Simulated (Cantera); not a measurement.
What does this Cantera script print?

```python
import numpy as np
import cantera as ct

gas_names = """
    B BCL BCL2 BCL3 BH BH2 BH3 BN B2 CL CL2 H HCL H2 N NH NH2 NH3 N2 N2H2 N2H4
""".split()
cond_names = """
    B(b) B(L) BN(s) NH4CL(a) NH4CL(b)
""".split()


# ... load() reads the species with a 1 bar reference pressure and builds the phases ...
atoms = {
    'B': {'B': 1},
    'HCl': {'H': 1, 'CL': 1},
    'N2': {'N': 2},
}
top_T = {'BN(s)': 3200}  # K; cautious upper limits of use, not melting points


# ... equilibrate(T, P, feed) seeds the gas with the atoms and calls Mixture.equilibrate('TP', solver="vcs", rtol=1e-11, max_steps=5000) ...
results = []
feed = {'B': 1, 'HCl': 0.85, 'N2': 0.28}  # mol
T = 1625  # K
P = 10000  # Pa
mix = equilibrate(T, P, feed)
results.append((T, P, feed, dict(zip(mix.species_names, mix.species_moles))))
print(gas.report(threshold=0.001))
for i in range(1, mix.n_phases):
    print(f"{mix.phase(i).name:16s} {mix.phase_moles(i):12.5e} mol")
```

Output:

```
       temperature   1625 K
          pressure   10000 Pa
           density   0.031745 kg/m^3
  mean mol. weight   42.891 kg/kmol
   phase of matter   gas

                          1 kg             1 kmol
                     ---------------   ---------------
          enthalpy       -1.7233e+06       -7.3915e+07  J
   internal energy       -2.0383e+06       -8.7426e+07  J
           entropy            6715.9        2.8805e+05  J/K
    Gibbs function       -1.2637e+07         -5.42e+08  J
 heat capacity c_p            1037.3             44489  J/K
 heat capacity c_v            843.41             36175  J/K

                      mass frac. Y      mole frac. X     chem. pot. / RT
                     ---------------   ---------------   ---------------
               BCL         0.0024473          0.002269           -27.242
              BCL2          0.011186         0.0058717           -51.743
              BCL3            0.6012           0.22009           -76.245
               HCL            0.3692           0.43435           -35.616
                H2          0.015846           0.33714           -22.229
     [  +16 minor]        0.00011611        0.00027389

B(b)              2.65026e-01 mol
BN(s)             5.59998e-01 mol
```

Cantera equilibrium calculation (NASA polynomials, part measured and part estimated; ideal gas, pure solids and liquids). Mutual solubility and eutectic melting of coexisting phases are not modelled. The tables' values for BCl2, BCl, BH2 are old estimates; treat these amounts as uncertain. Gases not in the tables: BHCl2.
